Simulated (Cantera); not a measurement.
Feed: 1 mol Cr, 0.29 mol NH₃, a varied amount of N₂, at 2077 °C and 0.470 bar.

These are equilibrium values from Cantera (NASA tables, ideal gas, pure condensed phases), not measurements of a reactor. Candidate condensed phases: Cr, CrN, Cr₂N; 11 gas species. Kinetics and transport are ignored.

log p: log10 of the partial pressure in bar; n: condensed amount in mol.

```csv
n(N₂) (mol),log p N₂,log p H₂,log p Cr,log p H,n Cr(l)
0.77,-0.53,-0.86,-1.55,-2.33,0.914
1.4,-0.46,-1.02,-1.55,-2.42,0.874
2.4,-0.42,-1.20,-1.55,-2.51,0.810
4.3,-0.40,-1.42,-1.55,-2.61,0.689
7.7,-0.38,-1.65,-1.55,-2.73,0.473
14,-0.37,[?],-1.55,[?],[?]
24,-0.35,[?],[?],[?],0
43,-0.34,-2.38,-1.98,-3.09,0
77,-0.34,-2.64,-2.22,-3.22,0
```

Some entries are withheld; supply them.


- 14, log p H₂: -1.90
- 14, log p H: -2.86
- 14, n Cr(l): 0.0720
- 24, log p H₂: -2.13
- 24, log p Cr: -1.74
- 24, log p H: -2.97
